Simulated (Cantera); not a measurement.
An isothermal, constant-pressure homogeneous reactor starts with C2H6 : N2 = 1 : 1 (molar parts), at 1250 K and 0.0267 bar. Integrator tolerance rtol = 1e-08.

Detailed kinetics in Cantera: GRI-Mech 3.0 (53 species, 325 reactions). GRI-Mech 3.0 stops at C3 and has no aromatics, soot or wall deposition, so with more carbon than oxygen in the feed, carbon stays in small species such as C2H2 where larger ones or solid carbon would form. Radical loss at walls, strong at low pressure, is not modelled.

Q: What does this change do: temperature 1250 to 1125 K?

A: 
```csv
quantity,before,after
x(C2H6) at 7.00 s,5.74e-5 (gas-phase equilibrium 1.15e-5),0.000864 (gas-phase equilibrium 9.92e-5)
x(H) at 7.00 s,2.41e-6 (gas-phase equilibrium 1.94e-6),1.05e-6 (gas-phase equilibrium 1.37e-7)
x(CH2) at 7.00 s,3.64e-11 (gas-phase equilibrium 1.55e-11),4.53e-12 (gas-phase equilibrium <1e-12)
x(C2H) at 7.00 s,3.20e-10 (gas-phase equilibrium 2.45e-10),1.46e-11 (gas-phase equilibrium 6.03e-12)
x(H2) at 7.00 s,0.379 (gas-phase equilibrium 0.425),0.324 (gas-phase equilibrium 0.251)
```
